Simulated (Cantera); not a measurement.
A perfectly stirred reactor is fed with CH4 : C2H6 : C3H8 : O2 : N2 : H2O = 1 : 0.26 : 0.49 : 5.36 : 20.2 : 7.9 (molar parts), at 4.93 atm; it is adiabatic with a 775 K inlet, and is followed from long to short residence time, starting on the burning branch (τ in s: 0.16, 0.058, 0.022, 0.008, 0.0029, 0.0011, 0.0004, 0.00015, 5.5e-05, 2e-05, 7.5e-06).

Computed with Cantera and GRI-Mech 3.0 (53 species, 325 reactions). GRI-Mech 3.0 was tuned for natural gas; its chemistry of propane as a main component is partial and can be far from experiment.

x: mole fraction; the columns are a selection and need not sum to one.

| τ (s) | T (K) | x CH4 | x C2H6 | x C3H8 | x NO | x NO2 | x CH3 |
|---|---|---|---|---|---|---|---|
| 0.16 | 2201 | 7.60e-7 | 7.97e-9 | 1.56e-8 | 0.000754 | 2.56e-7 | 4.64e-7 |
| 0.058 | 2198 | ___ | ___ | ___ | ___ | ___ | ___ |
| 0.022 | 2192 | 4.20e-6 | 5.59e-8 | 1.08e-7 | 0.000309 | 1.22e-7 | 2.74e-6 |
| 0.0080 | 2180 | ___ | ___ | ___ | ___ | ___ | ___ |
| 0.0029 | 2160 | 1.73e-5 | 3.88e-7 | 7.21e-7 | 0.000145 | 7.45e-8 | 1.24e-5 |
| 0.0011 | 2133 | 3.26e-5 | 9.52e-7 | 1.71e-6 | 0.000113 | 6.45e-8 | 2.38e-5 |
| 0.00040 | 2092 | 6.57e-5 | 2.40e-6 | 4.11e-6 | 8.73e-5 | 5.46e-8 | 4.69e-5 |
| 0.00015 | 2038 | 0.000144 | 6.04e-6 | 9.84e-6 | 6.43e-5 | 4.36e-8 | 9.53e-5 |
| 5.5e-5 | 1953 | 0.000425 | 1.86e-5 | 2.86e-5 | 3.61e-5 | 2.87e-8 | 0.000235 |
| 2.0e-5 | 775 | 0.0284 | 0.00738 | 0.0139 | <1e-12 | <1e-12 | <1e-12 |
| 7.5e-6 | 775 | 0.0284 | 0.00738 | 0.0139 | <1e-12 | <1e-12 | <1e-12 |

**Question.** Some entries are withheld; supply them.

**Answer.** 
- 0.058, x CH4: 1.89e-6
- 0.058, x C2H6: 2.16e-8
- 0.058, x C3H8: 4.23e-8
- 0.058, x NO: 0.000492
- 0.058, x NO2: 1.77e-7
- 0.058, x CH3: 1.19e-6
- 0.0080, x CH4: 8.81e-6
- 0.0080, x C2H6: 1.49e-7
- 0.0080, x C3H8: 2.83e-7
- 0.0080, x NO: 0.000202
- 0.0080, x NO2: 9.02e-8
- 0.0080, x CH3: 6.05e-6
